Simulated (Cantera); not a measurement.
**Thermodynamics of chlorosilane synthesis and conversion, feed Si + Cl2 + H2**

A closed system holds: 1 mol Si, a varied amount of Cl2, 2.5 mol H2, held at 625 °C and 5.30 bar.

Equilibrium computed with Cantera from the NASA thermochemical tables; the gas is ideal and each condensed phase is pure. Candidate condensed phases: Si; 19 gas species. The tables' values for SiCl3 are old estimates; treat these amounts as uncertain. Equilibrium is a limit: real reactors are often held back by kinetics, nucleation or transport.

From 0.5 mol Cl2 to 1.7 mol Cl2 the condensed part is Si(s). From 2 mol Cl2 to 2.9 mol Cl2 nothing is condensed. The main Si-bearing gas is SiHCl3 at 0.5 mol Cl2 and SiCl4 at 2.9 mol Cl2.

| n(Cl2) (mol) | log p H2 | log p HCl | log p SiCl4 | log p SiHCl3 | log p SiH2Cl2 | log p SiCl3 | log p SiH3Cl | log p SiCl2 | n Si(s) |
|---|---|---|---|---|---|---|---|---|---|
| 0.5 | 0.67 | -1.89 | -0.57 | -0.56 | -1.58 | -3.29 | -3.20 | -4.33 | 0.710 |
| 0.8 | 0.65 | -1.85 | -0.36 | -0.41 | -1.49 | -3.13 | -3.19 | -4.22 | 0.541 |
| 1.1 | 0.62 | -1.83 | -0.22 | -0.32 | -1.45 | -3.03 | -3.19 | -4.15 | 0.375 |
| 1.4 | 0.60 | -1.82 | -0.12 | -0.26 | -1.43 | -2.95 | -3.20 | -4.10 | 0.210 |
| 1.7 | 0.57 | -1.81 | -0.04 | -0.22 | -1.41 | -2.90 | -3.22 | -4.06 | 0.0467 |
| 2 | 0.56 | -0.92 | 0.14 | -0.93 | -3.02 | -3.60 | -5.73 | -5.67 | 0 |
| 2.3 | 0.48 | -0.07 | 0.14 | -1.86 | -4.88 | -4.50 | -8.52 | -7.45 | 0 |
| 2.6 | 0.39 | 0.19 | 0.11 | -2.25 | -5.63 | -4.84 | -9.63 | -8.10 | 0 |
| 2.9 | 0.28 | 0.34 | 0.08 | -2.53 | -6.16 | -5.07 | -10.41 | -8.53 | 0 |
log p: log10 of the partial pressure in bar; n: condensed amount in mol.
